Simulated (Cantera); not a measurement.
An isothermal, constant-pressure homogeneous reactor starts with 8.09 % H2, 91.9 % O2, equivalence ratio 0.044, at 1025 K and 0.0326 atm.

Model: GRI-Mech 3.0 (53 species, 325 reactions), integrated in Cantera. Radical loss at walls, strong at low pressure, is not modelled. The temperature is held fixed by assumption; the heat of reaction is taken as removed at once.

x: mole fraction; the columns are a selection and need not sum to one.

```tsv
t (s)	x H2	x O2	x HO2	x O	x H2O2
3.00e-6	0.0809	0.919	1.04e-11	<1e-12	<1e-12
8.22e-6	0.0809	0.919	2.86e-11	2.29e-12	<1e-12
2.25e-5	0.0809	0.919	7.87e-11	1.55e-11	<1e-12
6.16e-5	0.0809	0.919	2.17e-10	9.97e-11	<1e-12
0.000169	0.0809	0.919	6.16e-10	7.70e-10	<1e-12
0.000462	0.0809	0.919	2.68e-9	2.38e-8	1.28e-12
0.00127	0.0805	0.919	5.06e-6	0.000142	?
0.00346	0.00229	0.897	2.08e-5	0.0147	?
0.00949	0.000287	0.913	1.12e-5	0.00227	?
0.0260	3.55e-5	0.915	3.66e-6	0.000278	?
0.0711	4.56e-6	0.916	8.87e-7	3.94e-5	?
0.195	6.43e-7	0.916	2.06e-7	7.24e-6	?
0.533	1.15e-7	0.916	5.40e-8	1.71e-6	?
1.46	2.75e-8	0.916	1.60e-8	4.77e-7	?
4.00	7.88e-9	0.916	5.27e-9	1.48e-7	?
```

Task: Some entries are withheld; supply them.

Result: 
- 0.00127, x H2O2: 2.54e-9
- 0.00346, x H2O2: 5.71e-7
- 0.00949, x H2O2: 4.18e-7
- 0.0260, x H2O2: 2.67e-7
- 0.0711, x H2O2: 1.32e-7
- 0.195, x H2O2: 5.49e-8
- 0.533, x H2O2: 2.17e-8
- 1.46, x H2O2: 8.47e-9
- 4.00, x H2O2: 3.27e-9
